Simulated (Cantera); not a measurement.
An isothermal, constant-pressure homogeneous reactor starts with 1.09 % H₂, 98.9 % O₂, at 1473 K and 21.8 Torr.

Cantera simulation using GRI-Mech 3.0 (53 species, 325 reactions); the numbers are that mechanism's predictions, not measurements. Radical loss at walls, strong at low pressure, is not modelled.

x: mole fraction; the columns are a selection and need not sum to one.

```tsv
t (s)	x H₂	x O₂	x HO₂	x H₂O	x H₂O₂	x O
3.00e-5	0.0109	0.989	4.29e-8	4.30e-9	8.57e-12	3.45e-8
0.000105	0.0109	0.989	1.50e-7	8.84e-8	9.60e-11	2.10e-7
0.000370	0.0109	0.989	5.26e-7	3.25e-6	8.84e-10	3.45e-6
0.00130	0.00491	0.984	1.11e-6	0.00450	3.10e-8	0.00415
0.00456	4.40e-5	0.979	7.25e-7	0.00988	1.63e-8	0.00924
0.0160	4.01e-5	0.980	6.89e-7	0.00994	1.57e-8	0.00837
0.0562	___	0.982	___	0.0101	___	___
0.197	1.32e-5	0.986	3.61e-7	0.0104	9.47e-9	0.00265
0.693	2.85e-6	0.988	1.35e-7	0.0107	3.91e-9	0.000558
2.43	4.16e-7	0.989	5.57e-8	0.0109	1.00e-9	8.04e-5
8.54	___	0.989	6.61e-8	0.0109	3.59e-10	___
30.0	8.49e-8	0.989	6.95e-8	0.0109	3.27e-10	1.64e-5
```

Complete the blanks.


- 0.0562, x H₂: 2.97e-5
- 0.0562, x HO₂: 5.83e-7
- 0.0562, x H₂O₂: 1.39e-8
- 0.0562, x O: 0.00610
- 8.54, x H₂: 9.90e-8
- 8.54, x O: 1.91e-5
